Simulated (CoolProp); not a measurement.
Vapour-liquid equilibrium of CH2F2 (R32) (1) + R134a (2) at 248 kPa; x and y are mole fractions of (1).

The numbers come from the multi-fluid Helmholtz-energy mixture model, Tillner-Roth 1997 and Tillner-Roth 1994; pair parameters Lemmon 2004 in CoolProp.

**Question.** Give the bubble temperature and the first vapour's composition at x = 0.35, 0.5, 0.575. Is there an azeotrope?

**Answer.** x = 0.35: -17.9 °C, y = 0.600; x = 0.5: -22.1 °C, y = 0.737; x = 0.575: -23.9 °C, y = 0.792. No azeotrope shows between x = 0.05 and 0.95.

The pair parameters rest on a limited set of measurements; away from them the model extrapolates.
